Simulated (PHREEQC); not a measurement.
Solution A (1.5 mol/kgw NaCl and 0.18 mol/kgw K2SO4) is mixed with solution B (1.2 mol/kgw MgSO4, 0.14 mol/kgw NaHCO3 and 0.2 mol/kgw MgCl2) at 25 °C; shares are by mass of water, 1 kg in all. The system is closed to CO2. Solids allowed: Arcanite, Bischofite, Bloedite, Brucite, Burkeite, Carnallite, Epsomite, Glaserite, Halite, Hexahydrite, Kainite, Kalicinite, Kieserite, Leonite, Nesquehonite, Mirabilite, Misenite, Nahcolite, Natron, Schoenite, Sylvite, Thenardite, Trona, MgCl2_4H2O. Others were left out.

All values are PHREEQC results (Pitzer model, pitzer.dat), not measurements.

| share of solution B | pH | CO2 (mol/kgw) |
|---|---|---|
| 0 | 7.05 | 0 |
| 0.1 | 7.40 | 0.000379 |
| 0.2 | 7.27 | 0.000905 |
| 0.3 | 7.18 | 0.00151 |
| 0.4 | 7.11 | 0.00218 |
| 0.5 | 7.04 | 0.00290 |
| 0.6 | 6.98 | 0.00368 |
| 0.7 | 6.93 | 0.00450 |
| 0.8 | 6.88 | 0.00537 |
| 0.9 | 6.82 | 0.00629 |
| 1 | 6.77 | 0.00726 |

In brines, pH and single-ion activities rest on the MacInnes convention.
